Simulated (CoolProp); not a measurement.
Saturated liquid density (kg/m³) of sulfur hexafluoride: the reference equation beside estimates from Tc = 318.7 K, pc = 3755 kPa, ω = 0.210.

The numbers come from the reference Helmholtz-energy equation of state, Guder 2009 in CoolProp.

| T (K) | reference | van der Waals | Redlich-Kwong | Soave-Redlich-Kwong | Peng-Robinson |
|---|---|---|---|---|---|
| 243.7 | 1741 | 1110 | 1586 | 1645 | 1866 |
| 246.8 | 1723 | 1099 | 1565 | 1624 | 1843 |
| 249.9 | 1706 | 1087 | 1543 | 1603 | 1819 |
| 253 | 1688 | 1075 | 1521 | 1581 | 1795 |
| 256.1 | 1669 | 1062 | 1499 | 1559 | 1769 |
| 259.2 | 1651 | 1049 | 1476 | 1536 | 1743 |
| 262.3 | 1631 | 1036 | 1452 | 1512 | 1716 |
| 265.4 | 1611 | 1023 | 1428 | 1487 | 1688 |
| 268.5 | 1590 | 1009 | 1403 | 1462 | 1659 |
| 271.6 | 1569 | 994.1 | 1377 | 1435 | 1628 |
| 274.7 | 1547 | 979.2 | 1350 | 1407 | 1596 |
| 277.7 | 1525 | 964.2 | 1323 | 1379 | 1564 |
| 280.8 | 1501 | 948.1 | 1294 | 1349 | 1530 |
| 283.9 | 1476 | 931.3 | 1264 | 1318 | 1493 |
| 287 | 1449 | 913.8 | 1232 | 1285 | 1455 |

Absolute difference from the reference over all 15 rows, mean and median: van der Waals 36.5 and 36.5 %, Redlich-Kwong 11.6 and 11.4 %, Soave-Redlich-Kwong 8.0 and 7.7 %, Peng-Robinson 4.4 and 4.8 %.
